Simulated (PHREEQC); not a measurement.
A PHREEQC input (ion-association model, wateq4f.dat):

```
SOLUTION 1
  temp 80
  units mmol/kgw
  pH 8.06
  pe 9.7
  Na 33.1
  K 6.78
  Ca 28.8
  Mg 14.1
  Cl 15.9
  S(6) 37.3 as SO4
  Alkalinity 183 as HCO3
  Cu(2) 0.402
  B 0.0767
END
USE solution 1
EQUILIBRIUM_PHASES 1
  CO2(g) -2 10
END
```

The run finishes without an error or a warning.

Its last state differs from that of the intended input:

```json
[
 {"quantity": "pH", "as run": "8.97", "intended": "7.67"},
 {"quantity": "ionic strength (mol/kgw)", "as run": "0.157", "intended": "0.00534"},
 {"quantity": "HCO3- (mol/kgw)", "as run": "0.0701", "intended": "0.00281"},
 {"quantity": "Ca+2 (mol/kgw)", "as run": "0.00261", "intended": "0.000632"},
 {"quantity": "Mg+2 (mol/kgw)", "as run": "0.00234", "intended": "0.000492"},
 {"quantity": "SO4-2 (mol/kgw)", "as run": "0.0289", "intended": "0.000299"},
 {"quantity": "SI of Atacamite (Cu2(OH)3Cl)", "as run": "+1.84", "intended": "-0.00"},
 {"quantity": "SI of Magnesite (MgCO3)", "as run": "+3.17", "intended": "+0.23"}
]
```

**Question.** One thing in the input isn't as intended. What explains the difference?

**Answer.** This is not unique; one that fits is The fault: the units line changed with the numbers kept. The line should read `units mg/L` where the input has `units mmol/kgw`.
